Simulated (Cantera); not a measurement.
A freely propagating, adiabatic, planar premixed flame of H₂ : O₂ : N₂ : H₂O = 1 : 0.794 : 2.98 : 0.17 (molar parts), equivalence ratio 0.63, unburnt at 375 K and 0.290 bar; mixture-averaged transport, grid criteria slope 0.08 and curve 0.16, no radiation.

Computed with Cantera and the H2/O2 subset of GRI-Mech 3.0, which has no nitrogen chemistry. Burning velocities carry a grid error of a few per cent, more on coarse grids. Lean hydrogen flames are cellular in practice and burn faster than this planar one.

### Question
What does this change do: H2 1 to 1.3 parts?

### Answer
| quantity | before | after |
|---|---|---|
| laminar burning velocity | 159 cm/s | 239 cm/s |
| thermal thickness | 1.68 mm | 1.80 mm |
| peak x(H₂O₂) | 4.01e-5 | 4.43e-5 |
| peak x(HO₂) | 0.000210 | 0.000224 |
| peak x(OH) | 0.00893 | 0.0134 |

### Question
What does this change do: N2 2.98 to 3.9 parts?

### Answer
```csv
quantity,before,after
laminar burning velocity,159 cm/s,95.3 cm/s
thermal thickness,1.68 mm,1.88 mm
peak x(H₂O₂),4.01e-5,3.54e-5
peak x(HO₂),0.000210,0.000159
peak x(OH),0.00893,0.00485
```
